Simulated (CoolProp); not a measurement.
Model: reference Helmholtz-energy equation of state, Lemmon 2006, in CoolProp. It is a short technical equation, of lower accuracy than the large ones.

Problem. For C3F8 (R218), give the phase and the cp (kJ/(kg K)), cv (kJ/(kg K)), Joule-Thomson coefficient (K/MPa), conductivity (mW/(m K)) at 86.15 °C and 2.94 MPa.

Solution. 
- 86.15 °C and 2.94 MPa: supercritical; cp 1.68, cv 0.923, Joule-Thomson coefficient 13.9, conductivity 27.7

Thermal conductivity comes from a separate model (Huber 2003), an estimate that may be off by 10 % or more.
